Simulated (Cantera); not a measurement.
A perfectly stirred reactor is fed with H₂ : O₂ : N₂ = 0.019 : 1 : 0.4 (molar parts), equivalence ratio 0.0095, at 3200 Pa; it is held at 1125 K, and followed from long to short residence time.

Model: the H2/O2 subset of GRI-Mech 3.0, which has no nitrogen chemistry, integrated in Cantera. Radical loss at walls, strong at low pressure, is not modelled.

One state of this run: x H₂ = 0.000217; x O₂ = 0.701; x H = 0.000118; x O = 0.00191; x OH = 0.000423; x HO₂ = 2.12e-6; x H₂O = 0.0130. x: mole fraction; the columns are a selection and need not sum to one.

Q: Which value of τ (s) does it belong to?
A) 0.35
B) 0.95
C) 0.048
D) 0.13

A: D, 0.13
